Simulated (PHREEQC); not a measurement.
Consider water at 25 °C with 0.018 mol/kgw NaHSO4 and 0.00048 mol/kgw KOH. Closed to the air; pH follows from the charge balance.

All values are PHREEQC results (ion-association model, wateq4f.dat), not measurements.

Precipitation was switched off in this run.

Problem. Order these S species by the share of S that they hold, largest first: SO4-2, NaSO4-, HSO4-.

Solution. SO4-2 (63 %), HSO4- (35 %), NaSO4- (2.7 %)

The pH is 2.01 and the ionic strength 0.0405 mol/kgw.
